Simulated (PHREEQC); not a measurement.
Solution (25 °C): 0.58 mmol/kgw CdSO4, 22 mmol/kgw Na2SO4 and 0.052 mmol/kgw MnSO4. Closed to the air; pH follows from the charge balance.

All values are PHREEQC results (ion-association model, phreeqc.dat), not measurements.

No solid was allowed to form.

Q: What pH, density does the model give?

A: pH 6.98; density 1.000 g/cm³.

Q: In which forms is S present?

A: SO4-2 90 %, NaSO4- 8.2 %, CdSO4 1.2 %, Cd(SO4)2-2 0.5 % of the S.
